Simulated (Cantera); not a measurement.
A closed system holds: 1 mol FeS, 160 mol H2, held at 850 °C and 33.8 Torr.

These are equilibrium values from Cantera (NASA tables, ideal gas, pure condensed phases), not measurements of a reactor. Candidate condensed phases: Fe, FeS, FeS2, S; 8 gas species. Mutual solubility and eutectic melting of coexisting phases are not modelled. FeS: taken at fixed stoichiometry. Rates play no part.

Question: What is the equilibrium state?

Answer: 
```json
{
  "x(H2)": "0.997",
  "x(H2S)": "0.00265",
  "n(Fe(α))": "0.425 mol",
  "n(FeS(s))": "0.575 mol",
  "gas_amount": "160.0 mol",
  "log10 activity of S(l) (absent)": "-4.85"
}
```
